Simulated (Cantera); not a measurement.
A closed system holds: 1 mol CH3SiCl3, 0.12 mol C2H2, 1.6 mol H2, held at 2300 Pa.

Equilibrium computed with Cantera from the NASA thermochemical tables; the gas is ideal and each condensed phase is pure. Candidate condensed phases: C, C6H6, C7H8, C8H18, Si, SiC; 109 gas species. The feed counts by its element totals alone. The tables' values for SiCl, SiCl3 are old estimates; treat these amounts as uncertain. Gases not in the tables: Si2H6 and higher silanes. The numbers say what is thermodynamically allowed, not how fast it happens.

x: gas mole fraction; n: condensed amount in mol.

```json
[
 {"T (K)": "1823", "x HCl": "0.521", "x H2": "0.421", "x H": "0.00185", "x SiCl2": "0.0516", "x Cl": "0.00175", "x Si": "5.14e-6", "x SiCl": "4.73e-5", "x SiC2": "8.55e-8", "n C(graphite)": "0.498", "n SiC(s)": "0.741"},
 {"T (K)": "1923", "x HCl": "0.499", "x H2": "0.429", "x H": "0.00407", "x SiCl2": "0.0622", "x Cl": "0.00356", "x Si": "3.01e-5", "x SiCl": "0.000152", "x SiC2": "8.56e-7", "n C(graphite)": "0.544", "n SiC(s)": "0.694"},
 {"T (K)": "2023", "x HCl": "0.475", "x H2": "0.435", "x H": "0.00826", "x SiCl2": "0.0720", "x Cl": "0.00669", "x Si": "0.000148", "x SiCl": "0.000429", "x SiC2": "6.79e-6", "n C(graphite)": "0.589", "n SiC(s)": "0.647"},
 {"T (K)": "2123", "x HCl": "0.449", "x H2": "0.439", "x H": "0.0157", "x SiCl2": "0.0805", "x Cl": "0.0118", "x Si": "0.000622", "x SiCl": "0.00109", "x SiC2": "4.41e-5", "n C(graphite)": "0.633", "n SiC(s)": "0.599"},
 {"T (K)": "2223", "x HCl": "0.419", "x H2": "0.439", "x H": "0.0280", "x SiCl2": "0.0870", "x Cl": "0.0194", "x Si": "0.00230", "x SiCl": "0.00249", "x SiC2": "0.000241", "n C(graphite)": "0.678", "n SiC(s)": "0.547"},
 {"T (K)": "2323", "x HCl": "(withheld)", "x H2": "0.430", "x H": "(withheld)", "x SiCl2": "0.0905", "x Cl": "(withheld)", "x Si": "(withheld)", "x SiCl": "0.00524", "x SiC2": "(withheld)", "n C(graphite)": "0.735", "n SiC(s)": "(withheld)"},
 {"T (K)": "2423", "x HCl": "(withheld)", "x H2": "0.406", "x H": "(withheld)", "x SiCl2": "0.0892", "x Cl": "(withheld)", "x Si": "(withheld)", "x SiCl": "0.0101", "x SiC2": "(withheld)", "n C(graphite)": "(withheld)", "n SiC(s)": "(withheld)"},
 {"T (K)": "2523", "x HCl": "0.295", "x H2": "0.359", "x H": "0.110", "x SiCl2": "0.0760", "x Cl": "0.0636", "x Si": "0.0531", "x SiCl": "0.0159", "x SiC2": "0.0147", "n C(graphite)": "0.982", "n SiC(s)": "0"}
]
```

Fill in the missing entries.


- 2423, x HCl: 0.341
- 2423, x H: 0.0745
- 2423, x Cl: 0.0445
- 2423, x Si: 0.0226
- 2423, x SiC2: 0.00467
- 2423, n C(graphite): 0.839
- 2423, n SiC(s): 0.305
- 2323, x HCl: 0.385
- 2323, x H: 0.0471
- 2323, x Cl: 0.0303
- 2323, x Si: 0.00758
- 2323, x SiC2: 0.00113
- 2323, n SiC(s): 0.469
